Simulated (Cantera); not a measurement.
A closed system holds: 1 mol CH3OH, 0.63 mol H2O, at 0.100 bar.

Cantera equilibrium calculation (NASA polynomials, part measured and part estimated; ideal gas, pure solids and liquids). Candidate condensed phases: C, C6H6, C7H8, C8H18, H2O; 110 gas species. Kinetics and transport are ignored.

**Question.** At 1225 K, list the 4 most abundant gas species with their mole fractions, and the condensed phases.

**Answer.** H2 0.588, CO 0.238, H2O 0.136, CO2 0.0375. Condensed: gas only.
